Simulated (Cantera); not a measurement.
**Boron, boron nitride and boron oxide: B2O3 + O2 + N2**

A closed system holds: 1 mol B2O3, 0.39 mol O2, 5.3 mol N2, equilibrated at 1702 °C and 97.0 Pa.

Method: chemical equilibrium by Gibbs-energy minimisation in Cantera with the NASA 1993 tables (ideal gas, pure condensed phases). Candidate condensed phases: B, BN, B2O3; 17 gas species. The numbers say what is thermodynamically allowed, not how fast it happens.

```yaml
x(N2): 0.783
x(B2O3): 0.132
x(O2): 0.0466
x(BO2): 0.0308
x(O): 0.00382
x(NO): 0.00335
x(BO): 0.000718
x(B2O2): 3.42e-6
gas_amount: 6.759 mol
log10 activity of B(s) (absent): -8.70
```
